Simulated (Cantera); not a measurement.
A diamond (100) surface in a fixed gas of H2 with x(CH4) = 0.0053, x(H) = 0.00078, at 1025 K, 0.0680 bar; coverages are run to steady state.

Cantera simulation using the Harris–Goodwin 1993 mechanism for the reconstructed diamond (100) surface; the numbers are that mechanism's predictions, not measurements.

θ: site fractions in the mechanism's names (c6HH fully hydrogenated, c6H* and c6*H radical sites, c6** diradical, c6HM methylated).

```json
[
 {"x(CH3)": "1e-06", "growth (µm/h)": "0.0291", "θ c6HH": "0.580", "θ c6H*": "0.0203", "θ c6*H": "0.388", "θ c6**": "0.0103", "θ c6HM": "0.000454"},
 {"x(CH3)": "2.8e-06", "growth (µm/h)": "0.0814", "θ c6HH": "0.580", "θ c6H*": "0.0203", "θ c6*H": "0.388", "θ c6**": "0.0103", "θ c6HM": "0.00127"},
 {"x(CH3)": "7.6e-06", "growth (µm/h)": "0.220", "θ c6HH": "0.578", "θ c6H*": "0.0202", "θ c6*H": "0.387", "θ c6**": "0.0102", "θ c6HM": "0.00343"},
 {"x(CH3)": "2.1e-05", "growth (µm/h)": "…", "θ c6HH": "0.573", "θ c6H*": "0.0201", "θ c6*H": "0.383", "θ c6**": "0.0101", "θ c6HM": "…"},
 {"x(CH3)": "5.8e-05", "growth (µm/h)": "…", "θ c6HH": "0.561", "θ c6H*": "0.0196", "θ c6*H": "0.374", "θ c6**": "0.00975", "θ c6HM": "…"},
 {"x(CH3)": "0.00016", "growth (µm/h)": "4.16", "θ c6HH": "0.529", "θ c6H*": "0.0184", "θ c6*H": "0.352", "θ c6**": "0.00892", "θ c6HM": "0.0649"},
 {"x(CH3)": "0.00045", "growth (µm/h)": "9.82", "θ c6HH": "0.458", "θ c6H*": "0.0158", "θ c6*H": "0.303", "θ c6**": "0.00710", "θ c6HM": "0.153"},
 {"x(CH3)": "0.0012", "growth (µm/h)": "18.5", "θ c6HH": "0.349", "θ c6H*": "0.0118", "θ c6*H": "0.226", "θ c6**": "0.00446", "θ c6HM": "0.291"},
 {"x(CH3)": "0.0034", "growth (µm/h)": "28.7", "θ c6HH": "0.219", "θ c6H*": "0.00708", "θ c6*H": "0.135", "θ c6**": "0.00182", "θ c6HM": "0.453"}
]
```

Problem. Complete the blanks.

Solution. 
- 2.1e-05, growth (µm/h): 0.602
- 2.1e-05, θ c6HM: 0.00939
- 5.8e-05, growth (µm/h): 1.62
- 5.8e-05, θ c6HM: 0.0252
